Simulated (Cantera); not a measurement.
Feed: 1 mol Cu₂O, 1 mol H₂, 0.036 mol H₂O, held at 2100 K and 1.00 mbar.

Cantera equilibrium calculation (NASA polynomials, part measured and part estimated; ideal gas, pure solids and liquids). Candidate condensed phases: Cu, CuO, Cu(OH)₂, Cu₂O, H₂O; 12 gas species. Rates play no part.

What is the equilibrium state?


```
Quantity                              Value
--------------------------------  ---------
x(Cu)                                 0.631
x(H₂O)                                0.271
x(H₂)                                0.0387
x(H)                                 0.0194
x(O₂)                                0.0172
x(OH)                                0.0161
x(O)                                0.00576
x(CuO)                             0.000255
x(Cu₂)                             0.000218
gas amount                        3.164 mol
log10 activity of Cu(l) (absent)      -1.22
```
